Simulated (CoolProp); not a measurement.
Vapour-liquid equilibrium of n-heptane (1) + p-xylene (2) at 136 kPa; x and y are mole fractions of (1).

Computed with CoolProp (multi-fluid Helmholtz-energy mixture model, Span 2003 and Zhou 2012; pair parameters Bell 2016).

| x | bubble temperature (K) | y at the bubble point | dew temperature at overall composition x (K) | liquid density (mol/L) |
|---|---|---|---|---|
| 0.05 | 418.5 | 0.142 | 421.4 | 6.950 |
| 0.125 | ? | 0.308 | ? | 6.889 |
| 0.2 | 408.4 | 0.434 | 416.7 | 6.822 |
| 0.275 | 404.4 | 0.533 | 414.1 | 6.751 |
| 0.35 | 401.0 | 0.613 | 411.5 | 6.677 |
| 0.425 | 398.0 | 0.679 | 408.7 | 6.601 |
| 0.5 | 395.3 | ? | 405.8 | 6.525 |
| 0.575 | 392.9 | ? | ? | 6.449 |
| 0.65 | 390.7 | 0.831 | 399.4 | ? |
| 0.725 | 388.6 | 0.872 | 395.9 | 6.298 |
| 0.8 | 386.6 | 0.910 | 392.2 | 6.223 |
| 0.875 | 384.8 | 0.945 | 388.4 | 6.150 |
| 0.95 | 383.0 | 0.978 | 384.5 | 6.078 |

**Question.** Some entries are withheld; supply them.

**Answer.** 
- 0.125, bubble temperature (K): 413.0
- 0.125, dew temperature at overall composition x (K): 419.1
- 0.5, y at the bubble point: 0.737
- 0.575, y at the bubble point: 0.787
- 0.575, dew temperature at overall composition x (K): 402.7
- 0.65, liquid density (mol/L): 6.373

No azeotrope shows between x = 0.05 and 0.95.

The pair parameters rest on a limited set of measurements; away from them the model extrapolates.
